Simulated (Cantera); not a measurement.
What does this Cantera script print?

```python
import numpy as np
import cantera as ct

gas = ct.Solution("h2o2.yaml")
gas.TPX = 1300, 69000, {'H2': 3.2, 'O2': 1, 'N2': 3.6}
reactor = ct.IdealGasConstPressureReactor(gas, energy="off", clone=False)
net = ct.ReactorNet([reactor])
net.rtol, net.atol = 1e-08, 1e-18
show = ['H2', 'O2', 'O', 'H2O', 'H', 'OH', 'HO2']
times = np.geomspace(0.0009, 6, 12)

steps = ct.SolutionArray(gas, extra=["t"])
rows = []
print(f"{'t/s':>10s}{'T/K':>9s}{'P/Pa':>11s}" + "".join(f"{s:>11s}" for s in show))
for t in times:
    while net.time < t:
        t_next = net.step()
        steps.append(gas.state, t=t_next)
    rows.append([np.interp(t, steps.t, y) for y in (steps.T, steps.P, *steps(*show).X.T)])
    print(f"{t:10.3e}{rows[-1][0]:9.1f}{rows[-1][1]:11.4g}" + "".join(f"{x:11.3e}" for x in rows[-1][2:]))
rate = np.gradient(steps.T, steps.t)
print("integrator steps:", len(steps.t))
if steps.T.max() > steps.T[0] + 200:
    print(f"time of steepest temperature rise: {steps.t[rate.argmax()]:.4e} s")
gas.TPX = 1300, 69000, {'H2': 3.2, 'O2': 1, 'N2': 3.6}
gas.equilibrate("TP")
print(f"equilibrium (TP): T = {gas.T:.1f} K  " + "  ".join(f"{s} {gas[s].X[0]:.3e}" for s in show))
```

Output:

```
       t/s      T/K       P/Pa         H2         O2          O        H2O          H         OH        HO2
 9.000e-04   1300.0    6.9e+04  1.740e-01  2.031e-06  2.291e-06  2.934e-01  4.337e-03  9.541e-05  3.000e-09
 2.004e-03   1300.0    6.9e+04  1.754e-01  3.914e-07  4.315e-07  2.938e-01  1.897e-03  4.148e-05  7.015e-10
 4.462e-03   1300.0    6.9e+04  1.760e-01  7.955e-08  8.434e-08  2.940e-01  8.415e-04  1.835e-05  1.730e-10
 9.934e-03   1300.0    6.9e+04  1.763e-01  1.649e-08  1.677e-08  2.941e-01  3.758e-04  8.185e-06  4.134e-11
 2.212e-02   1300.0    6.9e+04  1.764e-01  3.410e-09  3.361e-09  2.941e-01  1.683e-04  3.665e-06  9.221e-12
 4.925e-02   1300.0    6.9e+04  1.764e-01  6.991e-10  6.760e-10  2.941e-01  7.552e-05  1.644e-06  1.921e-12
 1.097e-01   1300.0    6.9e+04  1.765e-01  1.423e-10  1.362e-10  2.941e-01  3.391e-05  7.379e-07  3.745e-13
 2.441e-01   1300.0    6.9e+04  1.765e-01  2.885e-11  2.748e-11  2.941e-01  1.523e-05  3.314e-07  6.728e-14
 5.436e-01   1300.0    6.9e+04  1.765e-01  5.848e-12  5.562e-12  2.941e-01  6.852e-06  1.491e-07  1.079e-14
 1.210e+00   1300.0    6.9e+04  1.765e-01  1.195e-12  1.142e-12  2.941e-01  3.105e-06  6.756e-08  1.520e-15
 2.695e+00   1300.0    6.9e+04  1.765e-01  2.555e-13  2.507e-13  2.941e-01  1.455e-06  3.166e-08  2.032e-16
 6.000e+00   1300.0    6.9e+04  1.765e-01  6.730e-14  7.233e-14  2.941e-01  7.814e-07  1.700e-08  3.580e-17
integrator steps: 2745
equilibrium (TP): T = 1300.0 K  H2 1.765e-01  O2 3.073e-14  O 3.757e-14  H2O 2.941e-01  H 5.632e-07  OH 1.226e-08  HO2 1.385e-17
```

Model: the H2/O2 subset of GRI-Mech 3.0, which has no nitrogen chemistry, integrated in Cantera. The temperature is held fixed by assumption; the heat of reaction is taken as removed at once.
